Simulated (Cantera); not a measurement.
A perfectly stirred reactor is fed with CO : H₂ : O₂ : N₂ = 1 : 0.036 : 0.324 : 1.22 (molar parts), at 9.50 bar; it is adiabatic with a 448 K inlet, and is followed from long to short residence time, starting on the burning branch (τ in s: 0.032, 0.016, 0.0083, 0.0042, 0.0022, 0.0011, 0.00056, 0.00029, 0.00015, 7.5e-05, 3.8e-05, 1.9e-05, 9.9e-06).

Computed with Cantera and GRI-Mech 3.0 (53 species, 325 reactions). The hydrogen kinetics of GRI-Mech 3.0 are dated; newer H2 mechanisms differ, most at raised pressure.

x: mole fraction; the columns are a selection and need not sum to one.

```json
[
 {"τ (s)": "0.032", "T (K)": "2436", "x CO": "0.172", "x H₂": "0.00148", "x O₂": "0.000418", "x H₂O": "0.0140", "x NO": "0.000610"},
 {"τ (s)": "0.016", "T (K)": "2431", "x CO": "0.172", "x H₂": "0.00148", "x O₂": "0.000613", "x H₂O": "0.0139", "x NO": "0.000662"},
 {"τ (s)": "0.0083", "T (K)": "2424", "x CO": "0.173", "x H₂": "0.00148", "x O₂": "0.000936", "x H₂O": "0.0138", "x NO": "0.000715"},
 {"τ (s)": "0.0042", "T (K)": "2413", "x CO": "0.174", "x H₂": "0.00148", "x O₂": "0.00150", "x H₂O": "0.0136", "x NO": "0.000755"},
 {"τ (s)": "0.0022", "T (K)": "2396", "x CO": "0.176", "x H₂": "0.00148", "x O₂": "0.00239", "x H₂O": "0.0133", "x NO": "0.000754"},
 {"τ (s)": "0.0011", "T (K)": "2368", "x CO": "0.179", "x H₂": "0.00150", "x O₂": "0.00389", "x H₂O": "0.0129", "x NO": "…"},
 {"τ (s)": "0.00056", "T (K)": "2328", "x CO": "0.183", "x H₂": "0.00152", "x O₂": "0.00606", "x H₂O": "0.0124", "x NO": "…"},
 {"τ (s)": "0.00029", "T (K)": "2274", "x CO": "0.189", "x H₂": "0.00156", "x O₂": "0.00896", "x H₂O": "0.0118", "x NO": "…"},
 {"τ (s)": "0.00015", "T (K)": "2204", "x CO": "0.196", "x H₂": "0.00160", "x O₂": "0.0127", "x H₂O": "0.0112", "x NO": "…"},
 {"τ (s)": "7.5e-5", "T (K)": "2109", "x CO": "0.206", "x H₂": "0.00165", "x O₂": "0.0174", "x H₂O": "0.0104", "x NO": "…"},
 {"τ (s)": "3.8e-5", "T (K)": "1993", "x CO": "0.218", "x H₂": "0.00167", "x O₂": "0.0233", "x H₂O": "0.00965", "x NO": "…"},
 {"τ (s)": "1.9e-5", "T (K)": "1830", "x CO": "0.236", "x H₂": "0.00165", "x O₂": "0.0330", "x H₂O": "0.00937", "x NO": "…"},
 {"τ (s)": "9.9e-6", "T (K)": "448", "x CO": "0.388", "x H₂": "0.0140", "x O₂": "0.126", "x H₂O": "<1e-12", "x NO": "<1e-12"}
]
```

Q: What belongs in the gaps?

A: 
- 0.0011, x NO: 0.000692
- 0.00056, x NO: 0.000575
- 0.00029, x NO: 0.000438
- 0.00015, x NO: 0.000318
- 7.5e-5, x NO: 0.000228
- 3.8e-5, x NO: 0.000165
- 1.9e-5, x NO: 9.73e-5
